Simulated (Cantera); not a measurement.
Input: 1 mol Zr, 0.023 mol H₂O, 310 mol H₂, equilibrated at 13.3 mbar.

Equilibrium computed with Cantera from the NASA thermochemical tables; the gas is ideal and each condensed phase is pure. Candidate condensed phases: H₂O, Zr, ZrO₂; 12 gas species. Mutual solubility and eutectic melting of coexisting phases are not modelled. Condensed phases not in the tables: N, O or C dissolved in the metal. Kinetics and transport are ignored.

Question: What share of the Zr ends up in condensed phases as a function of T (°C), at 1252, 1352, 1452, 1552, 1652, 1752, 1852, 1952, 2052, 2152, 2252, 2352, 2452?

Answer: 
```json
[
 {"T (°C)": "1252", "Zr condensed (%)": "100.0", "as": "Zr(β) + ZrO₂(tetragonal)"},
 {"T (°C)": "1352", "Zr condensed (%)": "100.0", "as": "Zr(β) + ZrO₂(tetragonal)"},
 {"T (°C)": "1452", "Zr condensed (%)": "100.0", "as": "Zr(β) + ZrO₂(tetragonal)"},
 {"T (°C)": "1552", "Zr condensed (%)": "100.0", "as": "Zr(β) + ZrO₂(tetragonal)"},
 {"T (°C)": "1652", "Zr condensed (%)": "100.0", "as": "Zr(β) + ZrO₂(tetragonal)"},
 {"T (°C)": "1752", "Zr condensed (%)": "99.8", "as": "Zr(β) + ZrO₂(tetragonal)"},
 {"T (°C)": "1852", "Zr condensed (%)": "98.9", "as": "Zr(l) + ZrO₂(tetragonal)"},
 {"T (°C)": "1952", "Zr condensed (%)": "97.6", "as": "Zr(l)"},
 {"T (°C)": "2052", "Zr condensed (%)": "96.9", "as": "Zr(l)"},
 {"T (°C)": "2152", "Zr condensed (%)": "94.8", "as": "Zr(l)"},
 {"T (°C)": "2252", "Zr condensed (%)": "88.2", "as": "Zr(l)"},
 {"T (°C)": "2352", "Zr condensed (%)": "69.1", "as": "Zr(l)"},
 {"T (°C)": "2452", "Zr condensed (%)": "17.5", "as": "Zr(l)"}
]
```
